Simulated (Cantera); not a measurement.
A closed system holds: 1 mol SiHCl3, 0.085 mol HCl, 270 mol H2, 0.15 mol Cl2, held at 0.110 bar.

Method: chemical equilibrium by Gibbs-energy minimisation in Cantera with the NASA 1993 tables (ideal gas, pure condensed phases). Candidate condensed phases: Si; 19 gas species. The tables' values for SiCl3 are old estimates; treat these amounts as uncertain. Gases not in the tables: Si2H6 and higher silanes. Kinetics and transport are ignored.

x: gas mole fraction; n: condensed amount in mol.

```
T (K)   x H2     x HCl  x SiHCl3   x SiCl4   x SiCl2       x H  x SiH2Cl2  n Si(s)  n Si(l)
-----  -----  --------  --------  --------  --------  --------  ---------  -------  -------
800    0.996  0.000885   0.00163   0.00160   8.07e-7  8.71e-12   0.000134   0.0841        0
900    0.994   0.00276   0.00135   0.00133   1.04e-5  3.51e-10   0.000131    0.228        0
1000   0.992   0.00622  0.000877  0.000780   6.62e-5   6.81e-9   0.000106    0.489        0
1100   0.989         ?         ?         ?         ?         ?          ?        ?        0
1200   0.988    0.0113   7.38e-5   3.11e-5  0.000307   5.91e-7    2.29e-5    0.872        0
1300   0.988    0.0116         ?         ?         ?         ?          ?    0.889        0
1400   0.988    0.0116   3.80e-6   6.29e-7  0.000401   1.46e-5    3.45e-6    0.886        0
1500   0.988    0.0115   1.12e-6   1.27e-7  0.000433   5.28e-5    1.58e-6    0.879        0
1600   0.988    0.0115   3.86e-7   3.12e-8  0.000461  0.000163    8.01e-7    0.871        0
1700   0.988    0.0115   1.48e-7   8.90e-9  0.000477  0.000442    4.31e-7        0    0.862
```

Q: Complete the blanks.

A: 
- 1100, x HCl: 0.00984
- 1100, x SiHCl3: 0.000336
- 1100, x SiCl4: 0.000227
- 1100, x SiCl2: 0.000199
- 1100, x H: 7.75e-8
- 1100, x SiH2Cl2: 5.98e-5
- 1100, n Si(s): 0.760
- 1300, x SiHCl3: 1.54e-5
- 1300, x SiCl4: 3.95e-6
- 1300, x SiCl2: 0.000362
- 1300, x H: 3.32e-6
- 1300, x SiH2Cl2: 8.42e-6
